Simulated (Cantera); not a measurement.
Feed: 1 mol Si, 1.6 mol Cl₂, 6 mol H₂, held at 1273.15 K and 1580 Torr.

Method: chemical equilibrium by Gibbs-energy minimisation in Cantera with the NASA 1993 tables (ideal gas, pure condensed phases). Candidate condensed phases: Si; 19 gas species. The tables' values for SiCl₃ are old estimates; treat these amounts as uncertain. Rates play no part.

Base state: H₂ 0.828, SiCl₄ 0.0616, HCl 0.0495, SiHCl₃ 0.0412, SiCl₃ 0.00848, SiCl₂ 0.00764, SiH₂Cl₂ 0.00382, SiH₃Cl 9.88e-5 (mole fractions); condensed: Si(s).

Problem. What changes in the equilibrium state with this change: temperature from 1273.15 K to 1223.15 K?

Solution. 
| species | before | after |
|---|---|---|
| H₂ | 0.828 | 0.837 |
| SiCl₄ | 0.0616 | 0.0661 |
| SiHCl₃ | 0.0412 | 0.0442 |
| HCl | 0.0495 | 0.0387 |
| SiCl₂ | 0.00764 | 0.00435 |
| SiCl₃ | 0.00848 | 0.00601 |
| Si(s), mol | 0.160 | 0.152 |

Problem. What changes in the equilibrium state with this change: Si replaced by SiCl₄?

Solution. 
```json
[
 {"species": "H₂", "before": "0.828", "after": "0.504"},
 {"species": "HCl", "before": "0.0495", "after": "0.379"},
 {"species": "SiCl₄", "before": "0.0616", "after": "0.109"},
 {"species": "SiHCl₃", "before": "0.0412", "after": "0.00578"},
 {"species": "SiH₃Cl", "before": "9.88e-5", "after": "8.74e-8"},
 {"species": "SiH₂Cl₂", "before": "0.00382", "after": "4.25e-5"},
 {"species": "SiCl₂", "before": "0.00764", "after": "0.000140"},
 {"species": "SiCl₃", "before": "0.00848", "after": "0.00152"},
 {"species": "Si(s), mol", "before": "0.160", "after": "0"}
]
```
